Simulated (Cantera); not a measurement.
A perfectly stirred reactor is fed with 6.46 % C₂H₆, 18.9 % O₂, 71.1 % N₂, 3.56 % H₂O, equivalence ratio 1.2, at 3750 Torr; it is adiabatic with a 573 K inlet, and is followed from long to short residence time, starting on the burning branch (τ in s: 0.19, 0.07, 0.025, 0.009, 0.0033, 0.0012, 0.00042, 0.00015, 5.5e-05).

Detailed kinetics in Cantera: GRI-Mech 3.0 (53 species, 325 reactions).

x: mole fraction; the columns are a selection and need not sum to one.

```tsv
τ (s)	T (K)	x C₂H₆	x O₂	x H₂O	x CH₂	x C₂H₄
0.19	2319	?	0.000105	0.191	5.17e-8	7.87e-8
0.070	2317	?	0.000142	0.191	1.31e-7	2.09e-7
0.025	2313	?	0.000231	0.190	3.22e-7	5.55e-7
0.0090	2305	?	0.000419	0.190	7.28e-7	1.39e-6
0.0033	2292	?	0.000780	0.189	1.51e-6	3.20e-6
0.0012	2272	?	0.00145	0.187	3.03e-6	6.99e-6
0.00042	2242	?	0.00268	0.185	6.09e-6	1.50e-5
0.00015	2201	?	0.00476	0.182	1.23e-5	3.22e-5
5.5e-5	2143	?	0.00870	0.179	2.60e-5	7.87e-5
```

Question: Complete the blanks.

Answer: 
- 0.19, x C₂H₆: 3.96e-8
- 0.070, x C₂H₆: 1.05e-7
- 0.025, x C₂H₆: 2.82e-7
- 0.0090, x C₂H₆: 7.27e-7
- 0.0033, x C₂H₆: 1.79e-6
- 0.0012, x C₂H₆: 4.33e-6
- 0.00042, x C₂H₆: 1.08e-5
- 0.00015, x C₂H₆: 2.73e-5
- 5.5e-5, x C₂H₆: 7.57e-5
